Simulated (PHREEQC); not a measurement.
Solution (6.7 °C): 0.012 mol/kgw NaHCO3, 0.024 mol/kgw Na2SO4 and 5.8e-05 mol/kgw KCl. Closed to the air; pH follows from the charge balance.

Model: ion-association model, phreeqc.dat, run in PHREEQC.

No solid was allowed to form.

Question: Predict the pH, density, specific conductance.

Answer: pH 8.29; density 1.004 g/cm³; specific conductance 3380 µS/cm.

Question: In which forms is S present?

Answer: SO4-2 91 %, NaSO4- 9.4 % of the S.

Away from 25 °C the constants follow the database's enthalpies or fits; those with neither stay at their 25 °C values.
